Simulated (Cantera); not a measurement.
Charge: 1 mol Fe(CO)5, 34 mol N2, held at 702 °C and 1000 Pa.

Cantera equilibrium calculation (NASA polynomials, part measured and part estimated; ideal gas, pure solids and liquids). Candidate condensed phases: C, Fe, Fe(CO)5, FeO, Fe2O3, Fe3O4; 27 gas species. Condensed phases not in the tables: cementite and carbon dissolved in iron. Equilibrium is a limit: real reactors are often held back by kinetics, nucleation or transport.

Base state: N2 0.872, CO 0.128, CO2 0.000157 (mole fractions); condensed: C(graphite) + Fe(α).

Problem. What changes in the equilibrium state with this change: N2 from 34 to 1.3 mol?

Solution. 
```csv
species,before,after
CO,0.128,0.786
N2,0.872,0.208
CO2,0.000157,0.00594
"C(graphite), mol",0.00613,0.0372
"Fe(α), mol",1.00,1.00
```
